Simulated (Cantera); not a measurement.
Feed: 1 mol Fe2O3, 4.3 mol HCl, 0.27 mol O2, at 1.90 Pa.

Method: chemical equilibrium by Gibbs-energy minimisation in Cantera with the NASA 1993 tables (ideal gas, pure condensed phases). Candidate condensed phases: Fe, FeCl2, FeCl3, FeO, Fe(OH)2, Fe(OH)3, Fe2O3, Fe3O4, H2O; 22 gas species. The tables' stoichiometric FeO is somewhat more stable than real wüstite, so its field is too wide. FeO: taken at fixed stoichiometry. Condensed phases not in the tables: FeOCl. The numbers say what is thermodynamically allowed, not how fast it happens.

### Question
What share of the Fe ends up in condensed phases as a function of T (K), at 673, 773, 873, 973, 1073, 1173, 1273, 1373, 1473, 1573, 1673, 1773, 1873?

### Answer
| T (K) | Fe condensed (%) | as |
|---|---|---|
| 673 | 100.0 | Fe2O3(s) |
| 773 | 100.0 | Fe2O3(s) |
| 873 | 99.9 | Fe2O3(s) |
| 973 | 99.3 | Fe2O3(s) |
| 1073 | 96.2 | Fe2O3(s) |
| 1173 | 89.7 | Fe2O3(s) |
| 1273 | 81.9 | Fe3O4(s) |
| 1373 | 73.3 | Fe3O4(s) |
| 1473 | 64.8 | Fe3O4(s) |
| 1573 | 57.0 | Fe3O4(s) |
| 1673 | 50.0 | Fe3O4(s) |
| 1773 | 48.4 | FeO(l) |
| 1873 | 2.7 | FeO(l) |
